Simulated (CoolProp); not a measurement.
Vapour-liquid equilibrium of benzene (1) + n-decane (2) at 0.015 MPa; x and y are mole fractions of (1).

Model: multi-fluid Helmholtz-energy mixture model, Thol 2012 and Lemmon 2006; pair parameters Bell 2016, in CoolProp.

Problem. Give the bubble temperature and the first vapour's composition at x = 0.35, 0.55, 0.75. Is there an azeotrope?

Solution. x = 0.35: 49.5 °C, y = 0.962; x = 0.55: 40.1 °C, y = 0.984; x = 0.75: 34.4 °C, y = 0.993. No azeotrope shows between x = 0.05 and 0.95.

Pair parameters are fitted to limited data, so mixtures are less certain than the pure fluids.
